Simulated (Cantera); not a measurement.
Charge: 1 mol SrCl2, 1.9 mol O2, 3.4 mol N2, held at 800 °C.

Method: chemical equilibrium by Gibbs-energy minimisation in Cantera with the NASA 1993 tables (ideal gas, pure condensed phases). Candidate condensed phases: Sr, SrCl2, SrO; 16 gas species. Mutual solubility and eutectic melting of coexisting phases are not modelled. Condensed phases not in the tables: oxide chlorides, the peroxide. Kinetics and transport are ignored.

x: gas mole fraction; n: condensed amount in mol.

| P (Pa) | x N2 | x O2 | x SrCl2 | x Cl | x NO | x NO2 | n SrCl2(s) | n SrO(s) |
|---|---|---|---|---|---|---|---|---|
| 0.100 | 0.622 | 0.347 | 0.0295 | 0.00118 | 7.55e-5 | 3.26e-9 | 0.835 | 0.00322 |
| 1 | 0.639 | 0.357 | 0.00295 | 0.000211 | 7.77e-5 | 1.08e-8 | 0.984 | 0.000562 |
| 10 | 0.641 | 0.358 | 0.000295 | 3.75e-5 | 7.79e-5 | 3.42e-8 | 0.998 | 0.000100 |
| 100 | 0.641 | 0.358 | ? | ? | 7.79e-5 | ? | 1.000 | 0 |
| 1000 | 0.641 | 0.358 | ? | ? | 7.79e-5 | ? | 1.000 | 0 |
| 10000 | 0.641 | 0.358 | 2.95e-7 | 2.11e-7 | 7.79e-5 | 1.08e-6 | 1.000 | 0 |
| 100000 | 0.641 | 0.358 | 2.95e-8 | 3.75e-8 | 7.79e-5 | 3.42e-6 | 1.00 | 0 |

Problem. Complete the blanks.

Solution. 
- 100, x SrCl2: 2.95e-5
- 100, x Cl: 6.67e-6
- 100, x NO2: 1.08e-7
- 1000, x SrCl2: 2.95e-6
- 1000, x Cl: 1.19e-6
- 1000, x NO2: 3.42e-7
